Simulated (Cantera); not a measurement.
Feed: 1 mol CH4, 1.7 mol NH3, at 39000 Pa.

Cantera equilibrium calculation (NASA polynomials, part measured and part estimated; ideal gas, pure solids and liquids). Candidate condensed phases: C, C6H6, C7H8, C8H18; 92 gas species. Equilibrium is a limit: real reactors are often held back by kinetics, nucleation or transport.

What share of the C ends up in condensed phases as a function of T (K), at 698, 848, 998, 1148, 1298, 1448, 1598, 1748, 1898?


```csv
T (K),C condensed (%),as
698,0.0,-
848,41.0,C(graphite)
998,86.7,C(graphite)
1148,96.5,C(graphite)
1298,98.8,C(graphite)
1448,99.4,C(graphite)
1598,99.3,C(graphite)
1748,98.8,C(graphite)
1898,97.6,C(graphite)
```
